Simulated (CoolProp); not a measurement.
Vapour-liquid equilibrium of CHF3 (R23) (1) + R152A (2) at -91.15 °C; x and y are mole fractions of (1).

Model: multi-fluid Helmholtz-energy mixture model, Penoncello 2003 and Outcalt 1996; pair parameters Bell 2016, in CoolProp.

Question: Give the bubble pressure and the first vapour's composition at x = 0.05, 0.2, 0.35. Is there an azeotrope?

Answer: x = 0.05: 0.003665 MPa, y = 0.642; x = 0.2: 0.01115 MPa, y = 0.901; x = 0.35: 0.01941 MPa, y = 0.954. No azeotrope shows between x = 0.05 and 0.95.

Pair parameters are fitted to limited data, so mixtures are less certain than the pure fluids.
